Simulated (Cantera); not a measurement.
## Premixed flame

A freely propagating, adiabatic, planar premixed flame of 14.4 % CH3OH, 18.0 % O2, 67.6 % N2, equivalence ratio 1.2, unburnt at 350 K and 750 Torr; mixture-averaged transport, grid criteria slope 0.08 and curve 0.16, no radiation.

Detailed kinetics in Cantera: GRI-Mech 3.0 (53 species, 325 reactions). GRI-Mech 3.0 was tuned for natural gas; its chemistry of methanol as a main component is partial and can be far from experiment. Burning velocities carry a grid error of a few per cent, more on coarse grids.

```csv
z (mm),T (K),u (m/s),x CH3OH,x O2,x C2H4,x CH2CO,x H,x C2H6
-0.819,350,0.657,0.144,0.179,<1e-8,<1e-8,<1e-8,<1e-8
-0.546,352,0.663,0.143,0.179,<1e-8,<1e-8,<1e-8,<1e-8
-0.409,361,0.683,0.142,0.177,<1e-8,<1e-8,<1e-8,<1e-8
-0.273,429,0.824,0.137,0.170,6.51e-8,1.26e-7,<1e-8,1.90e-8
-0.136,830,1.66,0.102,0.135,7.61e-7,2.13e-6,1.57e-6,2.72e-7
-0.0682,1235,2.56,0.0565,0.0977,1.84e-6,5.97e-6,9.14e-5,7.15e-7
0,1642,3.52,0.00842,0.0574,3.20e-6,1.15e-5,0.00218,9.54e-7
0.0682,1783,3.84,0.000105,0.0331,8.00e-7,2.70e-6,0.00805,6.68e-8
0.136,1830,3.93,3.55e-7,0.0200,4.33e-8,1.72e-7,0.0117,<1e-8
0.273,1889,4.02,<1e-8,0.0111,<1e-8,<1e-8,0.0130,<1e-8
0.546,1957,4.14,<1e-8,0.00740,<1e-8,<1e-8,0.0112,<1e-8
1.09,2028,4.27,<1e-8,0.00507,<1e-8,<1e-8,0.00811,<1e-8
2.18,2094,4.39,<1e-8,0.00301,<1e-8,<1e-8,0.00527,<1e-8
```
x: mole fraction of selected species; z is measured from the peak of heat release.

| Property | Value |
|---|---|
| laminar burning velocity | 65.5 cm/s |
| thermal thickness | 0.273 mm |
| peak x(C2H4) | 3.20e-6 |
| peak x(CH2CO) | 1.15e-5 |
| peak x(H) | 0.0130 |
| peak x(C2H6) | 1.06e-6 |
